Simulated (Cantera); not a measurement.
# Hydrocarbon pyrolysis for carbon deposition

An isothermal, constant-pressure homogeneous reactor starts with 1.03 % C₂H₆, 99.0 % N₂, at 1650 K and 100.0 Torr.

Detailed kinetics in Cantera: GRI-Mech 3.0 (53 species, 325 reactions). GRI-Mech 3.0 stops at C3 and has no aromatics, soot or wall deposition, so with more carbon than oxygen in the feed, carbon stays in small species such as C2H2 where larger ones or solid carbon would form.

```
t (s)       x C₂H₆     x CH₂      x H₂    x C₂H₂     x HCN    x C₂H
--------  --------  --------  --------  --------  --------  -------
1.00e-5     0.0101   2.18e-8   6.27e-7  1.18e-10    <1e-12   <1e-12
3.32e-5    0.00968   7.22e-7   2.58e-5   2.20e-8  2.61e-10   <1e-12
0.000110   0.00761   8.92e-6  0.000946   1.99e-5   3.59e-7  5.68e-9
0.000367   0.00191   1.61e-5   0.00684   0.00133   5.21e-6  3.11e-7
0.00122    4.81e-5   4.97e-6    0.0140   0.00624   1.21e-5  4.72e-7
0.00405    5.27e-6   8.81e-7    0.0168   0.00857   1.39e-5  2.20e-7
0.0134     1.28e-6   2.11e-7    0.0176   0.00919   1.44e-5  1.10e-7
0.0446     4.60e-7   7.91e-8    0.0179   0.00933   1.46e-5  6.95e-8
0.148      2.79e-7   5.82e-8    0.0183   0.00946   1.49e-5  6.58e-8
0.493      1.17e-7   3.97e-8    0.0190   0.00970   1.56e-5  6.95e-8
1.64       2.25e-8   1.86e-8    0.0197   0.00992   1.71e-5  7.39e-8
5.44       2.48e-9   6.42e-9    0.0200    0.0100   1.90e-5  7.65e-8
18.1      2.31e-10   1.97e-9    0.0201    0.0101   2.12e-5  7.74e-8
60.0      2.86e-11  6.55e-10    0.0202    0.0101   2.37e-5  7.76e-8
```
x: mole fraction; the columns are a selection and need not sum to one.

Equilibrium at this temperature and pressure: C₂H₆ 1.74e-12, CH₂ 1.53e-10, H₂ 0.0202, C₂H₂ 0.00109, HCN 0.0180, C₂H 8.37e-9 (gas phase only).
